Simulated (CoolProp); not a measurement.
Vapour-liquid equilibrium of isopentane (1) + R365MFC (2) at 1.13 MPa; x and y are mole fractions of (1).

Model: multi-fluid Helmholtz-energy mixture model, Lemmon 2006 and Lemmon 2016; pair parameters Bell 2016, in CoolProp.

```
x     bubble temperature (°C)  y at the bubble point  dew temperature at overall composition x (°C)  liquid density (mol/L)
----  -----------------------  ---------------------  ---------------------------------------------  ----------------------
0.05                    125.9                  0.098                                          127.6                   6.664
0.15                    120.3                  0.251                                          124.0                   6.699
0.25                    116.6                  0.362                                          120.4                   6.708
0.35                    114.2                  0.445                                          116.9                   6.706
0.45                    112.8                  0.512                                          114.1                   6.705
0.55                    112.1                  0.572                                          112.3                   6.715
0.65                    112.1                  0.631                                          112.2                   6.741
0.75                    112.9             (withheld)                                          113.9                   6.782
0.85                    114.8             (withheld)                                          116.8                   6.830
0.95               (withheld)                  0.910                                     (withheld)                   6.864
```

### Question
Some entries are withheld; supply them.

### Answer

- 0.75, y at the bubble point: 0.697
- 0.85, y at the bubble point: 0.783
- 0.95, bubble temperature (°C): 118.8
- 0.95, dew temperature at overall composition x (°C): 120.2

y crosses x between x = 0.55 and 0.65: the model has an azeotrope there.

Pair parameters are fitted to limited data, so mixtures are less certain than the pure fluids.
